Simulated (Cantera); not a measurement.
A perfectly stirred reactor is fed with 70.9 % CH₄, 29.1 % H₂O, at 380000 Pa; it is held at 2075 K, and followed from long to short residence time.

Detailed kinetics in Cantera: GRI-Mech 3.0 (53 species, 325 reactions). GRI-Mech 3.0 stops at C3 and has no aromatics, soot or wall deposition, so with more carbon than oxygen in the feed, carbon stays in small species such as C2H2 where larger ones or solid carbon would form.

Problem. Predict: x(CH₄) at τ = 0.380 s; x(H₂O) at τ = 0.380 s; x(OH) at τ = 0.380 s; x(CH₃) at τ = 0.380 s; x(HCO) at τ = 0.380 s; x(CH₄) at τ = 7.40 ms; x(H₂O) at τ = 7.40 ms; x(OH) at τ = 7.40 ms; x(CH₃) at τ = 7.40 ms; x(HCO) at τ = 7.40 ms.

Solution. 
```json
{
 "x(CH₄) at τ = 0.380 s": "0.00914",
 "x(H₂O) at τ = 0.380 s": "0.00249",
 "x(OH) at τ = 0.380 s": "4.52e-7",
 "x(CH₃) at τ = 0.380 s": "0.000284",
 "x(HCO) at τ = 0.380 s": "1.96e-7",
 "x(CH₄) at τ = 7.40 ms": "0.0332",
 "x(H₂O) at τ = 7.40 ms": "0.0611",
 "x(OH) at τ = 7.40 ms": "1.14e-5",
 "x(CH₃) at τ = 7.40 ms": "0.00106",
 "x(HCO) at τ = 7.40 ms": "1.45e-7"
}
```
